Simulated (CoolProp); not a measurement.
The numbers come from the reference Helmholtz-energy equation of state, Platzer 1990 in CoolProp. This equation is an older, rougher fit; its heat capacities, sound speeds and derivatives of the liquid may be far off and weren't checked against measurements.

**Question.** Give the vapour pressure (kPa), vapour density (kg/m³), enthalpy of vaporisation (kJ/kg), liquid viscosity (µPa s) of saturated R13 at 158.9, 217.1 K.

**Answer.** 
```tsv
T (K)	p (kPa)	vapour density (kg/m³)	enthalpy of vaporisation (kJ/kg)	liquid viscosity (µPa s)
158.9	11.5	0.916	164	541
217.1	330	21.1	136	215
```

Viscosity comes from a separate model (Huber 2003), an estimate that may be off by 10 % or more.
